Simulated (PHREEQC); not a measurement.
Dissolve 1.2 mmol/kgw TMAH, 70 mmol/kgw K2SO4 and 9.2 mmol/kgw KH2PO4 at 46 °C. Closed to the air; pH follows from the charge balance.

Computed with PHREEQC (ion-association model, wateq4f.dat).

| quantity | before | after |
|---|---|---|
| pH | 5.91 | 5.85 |
| ionic strength (mol/kgw) | 0.185 | 0.177 |
| K+ (mol/kgw) | 0.131 | 0.127 |
| KSO4- (mol/kgw) | 0.0184 | 0.0222 |
| HSO4- (mol/kgw) | 4.07e-6 | 7.86e-6 |

Question: Which change was made?
A. temperature from 46 to 50 °C
B. diluted 100-fold with water
C. TMAH from 0.0012 to 0.00108 mol/kgw
D. temperature from 46 to 70 °C
E. KH2PO4 replaced by H3PO4 at the same molality

Answer: D, temperature from 46 to 70 °C

Precipitation was switched off in this run. (CH3)4N+ isn't in the database: it is added as a free cation with an ion size of 4 Å. H3PO4, which wateq4f.dat lacks, is added to it with the constant of phreeqc.dat. Away from 25 °C the constants follow the database's enthalpies or fits; those with neither stay at their 25 °C values.
